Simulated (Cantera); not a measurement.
An isothermal, constant-pressure homogeneous reactor starts with 62.9 % CH₄, 19.5 % CO₂, 17.6 % H₂, at 1500 K and 100.0 Torr.

Detailed kinetics in Cantera: GRI-Mech 3.0 (53 species, 325 reactions). GRI-Mech 3.0 stops at C3 and has no aromatics, soot or wall deposition, so with more carbon than oxygen in the feed, carbon stays in small species such as C2H2 where larger ones or solid carbon would form.

Q: Predict: x(CH₄) at 50.0 s; x(CO₂) at 50.0 s; x(H₂) at 50.0 s; x(C₂H) at 50.0 s; x(C₂H₆) at 50.0 s.

A: 
```
Item                                                 Value
-----------------  ---------------------------------------
x(CH₄) at 50.0 s     0.0268 (gas-phase equilibrium 0.0195)
x(CO₂) at 50.0 s   0.00421 (gas-phase equilibrium 3.06e-8)
x(H₂) at 50.0 s        0.615 (gas-phase equilibrium 0.650)
x(C₂H) at 50.0 s   1.49e-8 (gas-phase equilibrium 1.24e-8)
x(C₂H₆) at 50.0 s  2.97e-6 (gas-phase equilibrium 1.99e-6)
```
